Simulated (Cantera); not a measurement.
Charge: 1 mol SiO2, 25 mol H2, 0.086 mol H2O, held at 1900 °C and 0.100 bar.

These are equilibrium values from Cantera (NASA tables, ideal gas, pure condensed phases), not measurements of a reactor. Rates play no part.

```tsv
species	before	after
H2	0.906	0.939
H2O	0.0412	0.0299
SiO	0.0380	0.0266
H	0.0145	0.00465
OH	8.86e-5	1.98e-5
SiO2(l), mol	0	0.314
```
Gas species are given as mole fractions.

Question: Which change was made?
(A) temperature from 1900 °C to 602 °C
(B) temperature from 1900 °C to 400 °C
(C) pressure from 0.100 bar to 1 atm
(D) pressure from 0.100 bar to 89.0 Pa

Answer: C, pressure from 0.100 bar to 1 atm. The tables hold silica as quartz up to 1696 K and as liquid above; real silica turns to tridymite and cristobalite and melts near 1996 K. Gases not in the tables: Si(OH)4
